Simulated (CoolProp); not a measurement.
Vapour-liquid equilibrium of carbon dioxide (1) + R125 (2) at -44.75 °C; x and y are mole fractions of (1).

Values from CoolProp's multi-fluid Helmholtz-energy mixture model, Span 1996 and Lemmon 2005; pair parameters Bell 2016.

| x | bubble pressure (MPa) | y at the bubble point | dew pressure at overall composition x (MPa) | liquid density (mol/L) |
|---|---|---|---|---|
| 0.05 | 0.1681 | 0.314 | 0.1249 | 12.86 |
| 0.2 | 0.3083 | 0.668 | 0.1463 | 14.00 |
| 0.35 | 0.4306 | 0.794 | 0.1762 | 15.33 |
| 0.5 | 0.5344 | 0.860 | 0.2212 | 16.93 |
| 0.65 | 0.6261 | 0.906 | 0.2957 | 18.88 |
| 0.8 | 0.7141 | 0.945 | 0.4387 | 21.34 |
| 0.95 | 0.8068 | 0.985 | 0.7251 | 24.51 |

No azeotrope shows between x = 0.05 and 0.95.

The pair parameters rest on a limited set of measurements; away from them the model extrapolates.
